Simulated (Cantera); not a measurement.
## Catalytic stagnation flow on Pt

A jet of 1.13 % H2, 9.60 % O2, 89.3 % N2, equivalence ratio 0.059 at 300 K and 33.0 Torr hits a platinum plate 8.8 cm away at a mass flux of 0.083 kg/m²/s; the plate temperature is set and raised in steps from an oxygen-covered start.

Detailed kinetics in Cantera: Deutschmann's 1995 Pt surface mechanism with GRI-Mech 3.0 gas chemistry. Catalytic surfaces can have several steady states; this one follows from the mechanism file's or the stated starting coverage.

```csv
plate T (K),wall x H2,wall x O2,wall x H2O,wall x OH,θ free Pt,θ O*,θ OH*
700,0.00195,0.0860,0.0180,<1e-8,0.0559,0.943,0.00129
750,0.00146,0.0855,0.0189,<1e-8,0.0818,0.917,0.00114
800,0.00102,0.0851,0.0196,<1e-8,0.126,0.873,0.00105
850,0.000742,0.0848,0.0201,1.21e-8,0.184,0.815,0.000965
900,0.000571,0.0846,0.0203,3.80e-8,0.250,0.749,0.000864
950,0.000465,0.0846,0.0204,1.05e-7,0.320,0.680,0.000761
1000,0.000394,0.0845,0.0205,2.61e-7,0.390,0.609,0.000663
1050,0.000345,0.0846,0.0204,5.90e-7,0.461,0.538,0.000572
```
x: mole fraction at the wall; θ: surface coverage.
